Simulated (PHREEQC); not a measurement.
Polishing slurry liquid (model solution)

A solution holds 23 mmol/kgw HNO3, 3.5 mmol/kgw K2SO4 and 1.9 mmol/kgw CuSO4, at 85 °C. Closed to the air; pH follows from the charge balance.

Equilibrium calculation in PHREEQC: ion-association model, wateq4f.dat.

No solid was allowed to form.

What pH, ionic strength does the model give?

pH 1.79; ionic strength 0.0320 mol/kgw.

In which forms is S present?

HSO4- 78 %, SO4-2 18 %, CuSO4 2.2 %, KSO4- 1.0 % of the S.

Constants without temperature data keep their 25 °C values here.
